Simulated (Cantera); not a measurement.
An isothermal, constant-pressure homogeneous reactor starts with 2.44 % C2H6, 97.6 % N2, at 1925 K and 2.40 Torr.

Model: GRI-Mech 3.0 (53 species, 325 reactions), integrated in Cantera. GRI-Mech 3.0 stops at C3 and has no aromatics, soot or wall deposition, so with more carbon than oxygen in the feed, carbon stays in small species such as C2H2 where larger ones or solid carbon would form. Radical loss at walls, strong at low pressure, is not modelled.

Q: Predict: x(H2) at 300 s; x(C2H) at 300 s; x(C2H2) at 300 s; x(CH3) at 300 s; x(C2H4) at 300 s.

A: 
```
Item                                               Result
----------------  ---------------------------------------
x(H2) at 300 s      0.0446 (gas-phase equilibrium 0.0447)
x(C2H) at 300 s   2.66e-5 (gas-phase equilibrium 4.37e-6)
x(C2H2) at 300 s   0.0231 (gas-phase equilibrium 0.00379)
x(CH3) at 300 s   3.17e-8 (gas-phase equilibrium 7.23e-8)
x(C2H4) at 300 s  3.41e-8 (gas-phase equilibrium 5.61e-9)
```
